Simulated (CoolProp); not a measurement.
Carbonyl sulfide along the isotherm 387.9 K: Z from the reference equation and from simpler models built on Tc = 378.8 K, pc = 6.369 MPa, ω = 0.098; each cubic takes its own stable root.

Model: reference Helmholtz-energy equation of state, Lemmon 2006, in CoolProp. It is a short technical equation, of lower accuracy than the large ones.

```csv
p (MPa),phase,reference
1.77,gas,0.9076
3.54,gas,0.7981
5.31,gas,0.6564
7.08,supercritical,0.3965
8.85,supercritical,0.2590
10.6,supercritical,0.2838
12.4,supercritical,0.3155
14.2,supercritical,0.3486
15.9,supercritical,0.3802
```

### Question
How far does each simpler model (van der Waals, Redlich-Kwong, Soave-Redlich-Kwong) lie from the reference over these 9 states: mean and median of the absolute difference, and the worst?

### Answer
- van der Waals: mean 20.7 %, median 33.6 %, worst +34.8 % at 387.9 K and 12.4 MPa
- Redlich-Kwong: mean 7.7 %, median 10.4 %, worst +17.0 % at 387.9 K and 8.85 MPa
- Soave-Redlich-Kwong: mean 8.6 %, median 10.8 %, worst +18.4 % at 387.9 K and 8.85 MPa
